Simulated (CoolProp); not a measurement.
Fluorine along the isotherm 91.4 K: fugacity coefficient from the reference equation and from simpler models built on Tc = 144.4 K, pc = 52.40 bar, ω = 0.045; each cubic takes its own stable root.

Model: reference Helmholtz-energy equation of state, de Reuck 1990, in CoolProp.

```csv
p (bar),phase,reference
2.38,liquid,0.7929
4.76,liquid,0.3997
7.14,liquid,0.2686
9.53,liquid,0.2029
11.9,liquid,0.1638
14.3,liquid,0.1375
16.7,liquid,0.1187
19.1,liquid,0.1046
21.4,liquid,0.09412
23.8,liquid,0.08532
26.2,liquid,0.07814
```

How far does each simpler model (van der Waals, Redlich-Kwong, Soave-Redlich-Kwong) lie from the reference over these 11 states: mean and median of the absolute difference, and the worst?


- van der Waals: mean 172.8 %, median 193.1 %, worst +198.7 % at 91.4 K and 26.2 bar
- Redlich-Kwong: mean 6.5 %, median 6.5 %, worst -6.5 % at 91.4 K and 26.2 bar
- Soave-Redlich-Kwong: mean 1.9 %, median 1.9 %, worst +1.9 % at 91.4 K and 7.14 bar

At some of these states van der Waals gives the other phase, because its saturation line lies elsewhere.
